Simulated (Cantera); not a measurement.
Input (Python, Cantera) and output of one run.

```python
import numpy as np
import cantera as ct

gas_names = """
    CL CL2 N N2 Si SiCL SiCL2 SiCL3 SiCL4 SiN Si2 Si2N Si3
""".split()
cond_names = """
    Si(cr) Si(L) Si3N4(a)
""".split()


def load(file, names, dense=False):
    # The tables refer to 1 bar. Condensed volumes are neglected.
    table = {s.name: s for s in ct.Species.list_from_file(file)}
    out = []
    for n in names:
        d = dict(table[n].input_data)
        d["thermo"] = dict(d["thermo"], **{"reference-pressure": 1e5})
        if dense:
            d["equation-of-state"] = {"model": "constant-volume", "density": "1e6 g/cm^3"}
        out.append(ct.Species.from_dict(d))
    return out


gas = ct.Solution(thermo="ideal-gas", species=load("nasa_gas.yaml", gas_names))
cond = {s.name: ct.Solution(thermo="fixed-stoichiometry", species=[s], name=s.name)
        for s in load("nasa_condensed.yaml", cond_names, dense=True)}
atoms = {
    'SiCl4': {'Si': 1, 'CL': 4},
    'Cl2': {'CL': 2},
    'N2': {'N': 2},
}
top_T = {'Si3N4(a)': 2400}  # K; cautious upper limits of use, not melting points


def equilibrate(T, P, feed):
    n = {}
    for name, mol in feed.items():
        for a, k in atoms[name].items():
            n[a] = n.get(a, 0.0) + k * mol
    gas.TPX = T, P, n
    mass = sum(n.values()) * gas.mean_molecular_weight
    gas.equilibrate("TP")
    valid = [c for c in cond.values() if c.min_temp <= T <= top_T.get(c.name, c.max_temp)]
    mix = ct.Mixture([(gas, mass / gas.mean_molecular_weight)] + [(c, 0.0) for c in valid])
    mix.T, mix.P = T, P
    mix.equilibrate("TP", solver="vcs", rtol=1e-11, max_steps=5000)
    return mix


results = []
feed = {'SiCl4': 1, 'Cl2': 0.0064, 'N2': 90}  # mol
P = 10000  # Pa
for T in [1173, 1223, 1273, 1323, 1373, 1423, 1473, 1523, 1573, 1623, 1673, 1723, 1773]:
    mix = equilibrate(T, P, feed)
    results.append((T, P, feed, dict(zip(mix.species_names, mix.species_moles))))

top = {s: max(r[3][s] / sum(r[3][g] for g in gas_names) for r in results) for s in gas_names}
cols = sorted((s for s in top if top[s] > 0.0001), key=lambda s: -top[s])[:7]
seen = [c for c in cond_names if any(r[3].get(c, 0) > 1e-12 for r in results)]
print("log10 of partial pressures in bar; condensed amounts in mol")
print(f"{'T/K':>10s}" + "".join(f"{s[:9]:>10s}" for s in cols + seen))
for T, P, feed, n in results:
    ng = sum(n[g] for g in gas_names)
    print(f"{T:10.4g}" + "".join(f"{np.log10(max(n[s] / ng * P / 1e5, 1e-99)):10.3f}" for s in cols)
          + "".join(f"{n.get(c, 0):10.4g}" for c in seen))
```

It prints:

```
log10 of partial pressures in bar; condensed amounts in mol
       T/K        N2     SiCL4        CL     SiCL3     SiCL2
      1173    -1.005    -2.959    -5.169    -7.348   -10.743
      1223    -1.005    -2.959    -5.029    -6.772    -9.684
      1273    -1.005    -2.959    -4.930    -6.213    -8.649
      1323    -1.005    -2.960    -4.843    -5.691    -7.684
      1373    -1.005    -2.961    -4.728    -5.244    -6.861
      1423    -1.005    -2.965    -4.567    -4.883    -6.204
      1473    -1.005    -2.970    -4.374    -4.593    -5.681
      1523    -1.005    -2.980    -4.168    -4.351    -5.248
      1573    -1.005    -2.994    -3.961    -4.146    -4.877
      1623    -1.006    -3.017    -3.760    -3.969    -4.552
      1673    -1.006    -3.051    -3.569    -3.817    -4.264
      1723    -1.007    -3.101    -3.390    -3.691    -4.008
      1773    -1.007    -3.174    -3.227    -3.592    -3.780
```

Equilibrium computed with Cantera from the NASA thermochemical tables; the gas is ideal and each condensed phase is pure. The tables' values for SiCl3 are old estimates; treat these amounts as uncertain.
